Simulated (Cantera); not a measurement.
What does this Cantera script print?

```python
import numpy as np
import cantera as ct

gas = ct.Solution("gri30.yaml")


def delay(T, t_max=10):
    gas.TPX = T, 500000, {'H2': 1, 'O2': 0.694, 'N2': 2.61}
    reactor = ct.IdealGasConstPressureReactor(gas, clone=False)
    net = ct.ReactorNet([reactor])
    net.rtol, net.atol = 1e-8, 1e-16
    while net.time < t_max:
        t_old, T_old = net.time, reactor.T
        net.step()
        if reactor.T > T + 400:  # ignition: a rise of 400 K
            return t_old + (T + 400 - T_old) / (reactor.T - T_old) * (net.time - t_old)
    return np.nan


taus = []
for T in [925, 1025, 1125, 1225, 1325, 1425, 1525, 1625, 1725, 1825]:
    taus.append(delay(T))
    print(f"T0 = {T:6g} K   tau = {taus[-1]:.4e} s")
```

Result:

```
T0 =    925 K   tau = 9.8732e-02 s
T0 =   1025 K   tau = 6.2491e-03 s
T0 =   1125 K   tau = 1.4729e-04 s
T0 =   1225 K   tau = 1.1973e-05 s
T0 =   1325 K   tau = 5.9115e-06 s
T0 =   1425 K   tau = 3.7855e-06 s
T0 =   1525 K   tau = 2.7446e-06 s
T0 =   1625 K   tau = 2.1690e-06 s
T0 =   1725 K   tau = 1.8394e-06 s
T0 =   1825 K   tau = 1.6576e-06 s
```

Model: GRI-Mech 3.0 (53 species, 325 reactions), integrated in Cantera. The hydrogen kinetics of GRI-Mech 3.0 are dated; newer H2 mechanisms differ, most at raised pressure. Below about 950 K walls govern HO2 and H2O2 in real vessels. Where the delays flatten at high temperature, the 400 K rule measures the pace of heat release, not the induction time.
